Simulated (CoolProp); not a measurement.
Model: reference Helmholtz-energy equation of state, Lemmon 2006, in CoolProp. It is a short technical equation, of lower accuracy than the large ones.

Problem. For carbon monoxide, give the phase and the density (kg/m³), cp (kJ/(kg K)), cv (kJ/(kg K)), expansivity (1/kK) at -78.15 °C and 3040 kPa.

Solution. 
- -78.15 °C and 3040 kPa: gas; density 57.3, cp 1.23, cv 0.768, expansivity 6.96
